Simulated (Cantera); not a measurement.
An isothermal, constant-pressure homogeneous reactor starts with 27.7 % NH₃, 72.3 % N₂, at 2050 K and 10.00 Torr.

Computed with Cantera and the gas-phase N/H chemistry of the illustrative SiF4/NH3 mechanism in the Surface Chemkin manual (1991). Walls and surfaces, which speed up NH3 decomposition in real reactors, are not modelled.

One state of this run: x NH₃ = 0.273; x NH = 1.32e-5; x H₂ = 0.00322; x NH₂ = 0.00132; x N₂H₂ = 4.35e-6; x N₂ = 0.722. x: mole fraction; the columns are a selection and need not sum to one.

Problem. Which value of t (s) does it belong to?
A) 1.09e-5
B) 1.68
C) 0.0141
D) 200

Solution. C, 0.0141
